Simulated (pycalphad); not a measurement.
# Effect of Mn content in Al-Si-Mn

All values are pycalphad results on the COST 507 light-alloy database (1999) (1 atm), not direct measurements. These are 1990s assessments: newer ones move some temperatures and phases. Amounts are mole fractions of atoms.

Question: One of these alloys has its liquidus at 1001 K, its solidus at 850 K, and holds FCC_A1 0.85, ALMNSI_ALPHA 0.13, DIAMOND_A4 0.02 at 725 K. Which?
A) Al-4.37Si-4.47Mn (at.%)
B) Al-4.37Si-2.24Mn (at.%)
C) Al-4.37Si-5.96Mn (at.%)
D) Al-4.37Si-1.49Mn (at.%)

Answer: B, Al-4.37Si-2.24Mn (at.%). The others: Al-4.37Si-1.49Mn (at.%), liquidus 976, solidus 850; Al-4.37Si-4.47Mn (at.%), liquidus 1075, solidus 850; Al-4.37Si-5.96Mn (at.%), liquidus 1109, solidus 899

Database names, with the compositions (at.%) that they take in these runs: ALMNSI_ALPHA: Al 70-73 Mn 17 Si 10-13. FCC_A1 is fcc; DIAMOND_A4 is diamond (Si).
